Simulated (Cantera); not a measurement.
A Cantera script and what it prints.

```python
import numpy as np
import cantera as ct

gas_names = """
    H2O F HF OH
""".split()
cond_names = """

""".split()


# ... load() reads the species with a 1 bar reference pressure and builds the phases ...
species = {s.name: s for s in load("nasa_gas.yaml", gas_names) + load("nasa_condensed.yaml", cond_names)}
# Each term lists the table entries of one substance; the one whose range holds T is used.
reactions = {
    'H2O(g) + F(g) = HF(g) + OH(g)':
        [(-1, ['H2O']), (-1, ['F']), (1, ['HF']), (1, ['OH'])],
}


def pick(names, T):
    return next(species[n] for n in names if species[n].thermo.min_temp <= T <= species[n].thermo.max_temp)


results = []
for label, terms in reactions.items():
    print(label)
    print("     T/K   dH/kJ  dS/(J/K)   dG/kJ   log10 K")
    for T in [1348, 1448, 1548, 1648, 1748, 1848, 1948]:
        used = [(nu, pick(names, T)) for nu, names in terms]
        dH = sum(nu * s.thermo.h(T) for nu, s in used) / 1e6
        dS = sum(nu * s.thermo.s(T) for nu, s in used) / 1e3
        dG = dH - T * dS / 1e3
        logK = -dG * 1e6 / (ct.gas_constant * T * np.log(10))
        results.append((label, T, dH, dS, dG, logK, [s.name for _, s in used]))
        print(f"{T:8g} {dH:8.1f} {dS:8.1f} {dG:8.1f} {logK:8.2f}")
```

It prints:

```
H2O(g) + F(g) = HF(g) + OH(g)
     T/K   dH/kJ  dS/(J/K)   dG/kJ   log10 K
    1348    -71.3     10.2    -85.1     3.30
    1448    -71.6     10.0    -86.1     3.11
    1548    -71.9      9.8    -87.1     2.94
    1648    -72.2      9.6    -88.1     2.79
    1748    -72.6      9.4    -89.0     2.66
    1848    -73.0      9.2    -90.0     2.54
    1948    -73.3      9.0    -90.9     2.44
```

Source: NASA polynomial tables (part measured, part estimated), evaluated in Cantera. Condensed species are held in their standard states even where they would react or evaporate.
